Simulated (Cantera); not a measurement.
Cantera run, input and output.

```python
import numpy as np
import cantera as ct

gas = ct.Solution("h2o2.yaml")
gas.TPX = 348, 360000, {'H2': 0.75, 'O2': 0.549, 'N2': 2.07}
flame = ct.FreeFlame(gas, width=0.016)
flame.set_refine_criteria(ratio=3, slope=0.08, curve=0.16)
flame.transport_model = "mixture-averaged"
flame.solve(loglevel=0, auto=True)
z, T = flame.grid, flame.T
thick = (T[-1] - T[0]) / np.gradient(T, z).max()
show = ['H2', 'O2', 'H2O2', 'H', 'HO2', 'O']
print(f"laminar burning velocity  {flame.velocity[0] * 100:.3f} cm/s")
print(f"burnt temperature         {T[-1]:.1f} K")
print(f"thermal thickness         {thick * 1e3:.4f} mm")
print(f"grid points               {len(z)}")
z0 = z[flame.heat_release_rate.argmax()]
print(f"{'z/mm':>9s}{'T/K':>9s}{'u/(m/s)':>9s}" + "".join(f"{s:>11s}" for s in show))
rows = []
for k in (-3, -2, -1.5, -1, -0.5, -0.25, 0, 0.25, 0.5, 1, 2, 4, 8):
    zz = z0 + k * thick
    rows.append([k * thick, np.interp(zz, z, T), np.interp(zz, z, flame.velocity),
                 *(np.interp(zz, z, flame.X[gas.species_index(s)]) for s in show)])
    print(f"{rows[-1][0] * 1e3:9.3f}{rows[-1][1]:9.1f}{rows[-1][2]:9.3f}" + "".join(f"{x:11.3e}" for x in rows[-1][3:]))
```

It prints:

```
laminar burning velocity  98.529 cm/s
burnt temperature         1980.6 K
thermal thickness         0.0905 mm
grid points               112
     z/mm      T/K  u/(m/s)         H2         O2       H2O2          H        HO2          O
   -0.271    348.1    0.984  2.215e-01  1.632e-01  6.986e-09  8.390e-15  1.148e-08  1.992e-10
   -0.181    348.6    0.983  2.188e-01  1.638e-01  5.892e-08  6.220e-14  9.607e-08  1.266e-09
   -0.136    351.1    0.983  2.128e-01  1.650e-01  5.380e-07  9.440e-13  8.727e-07  7.270e-09
   -0.090    370.4    1.015  1.941e-01  1.683e-01  8.344e-06  1.296e-10  1.430e-05  7.140e-08
   -0.045    569.4    1.485  1.379e-01  1.683e-01  1.184e-04  6.964e-06  4.441e-04  7.601e-06
   -0.023    921.0    2.352  9.435e-02  1.494e-01  1.349e-04  6.425e-04  6.331e-04  2.253e-04
    0.000   1298.2    3.288  5.296e-02  1.169e-01  3.318e-05  3.365e-03  3.239e-04  1.640e-03
    0.023   1550.9    3.923  2.517e-02  8.827e-02  5.743e-06  5.257e-03  1.762e-04  3.460e-03
    0.045   1694.2    4.283  1.280e-02  7.382e-02  3.291e-06  4.707e-03  1.090e-04  3.984e-03
    0.090   1830.9    4.617  5.744e-03  6.565e-02  1.828e-06  2.418e-03  5.567e-05  2.993e-03
    0.181   1920.1    4.827  2.488e-03  6.347e-02  9.897e-07  6.918e-04  2.333e-05  1.362e-03
    0.362   1961.6    4.922  8.335e-04  6.319e-02  5.078e-07  1.299e-04  8.195e-06  4.561e-04
    0.724   1976.3    4.955  2.669e-04  6.337e-02  2.749e-07  2.450e-05  3.368e-06  1.536e-04
```

Computed with Cantera and the H2/O2 subset of GRI-Mech 3.0, which has no nitrogen chemistry. The hydrogen kinetics of GRI-Mech 3.0 are dated; newer H2 mechanisms differ, most at raised pressure. Burning velocities carry a grid error of a few per cent, more on coarse grids. Lean hydrogen flames are cellular in practice and burn faster than this planar one.
